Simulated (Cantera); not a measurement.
## Stirred combustor or abatement burner

A perfectly stirred reactor is fed with 23.9 % H2, 15.3 % O2, 57.6 % N2, 3.11 % H2O, at 1.01 bar; it is adiabatic with a 700 K inlet, and is followed from long to short residence time, starting on the burning branch (τ in s: 0.35, 0.13, 0.051, 0.02, 0.0076, 0.0029, 0.0011, 0.00043, 0.00017, 6.4e-05, 2.5e-05).

Model: GRI-Mech 3.0 (53 species, 325 reactions), integrated in Cantera.

```
τ (s)    T (K)     x H2    x O2    x NO2    x HO2  x H2O       x H
-------  -----  -------  ------  -------  -------  -----  --------
0.35      2343  0.00426  0.0347  2.41e-6  4.15e-6  0.296  0.000799
0.13      2343  0.00435  0.0351  2.01e-6  4.21e-6  0.296  0.000828
0.051     2343  0.00455  0.0358  1.41e-6  4.32e-6  0.295  0.000894
0.020     2339  0.00504  0.0365  7.86e-7  4.46e-6  0.294   0.00105
0.0076    2323  0.00624  0.0372  3.56e-7  4.71e-6  0.292   0.00147
0.0029    2286  0.00885  0.0381  1.40e-7  5.40e-6  0.287   0.00258
0.0011    2215   0.0135  0.0395  4.67e-8  7.39e-6  0.278   0.00527
0.00043   2107   0.0196  0.0419  1.64e-8  1.15e-5  0.266    0.0105
0.00017   1964   0.0262  0.0454  8.25e-9  1.82e-5  0.251    0.0190
6.4e-5    1785   0.0332  0.0503  5.11e-9  2.84e-5  0.235    0.0315
2.5e-5    1591   0.0431  0.0582  2.73e-9  4.32e-5  0.215    0.0447
```
x: mole fraction; the columns are a selection and need not sum to one.
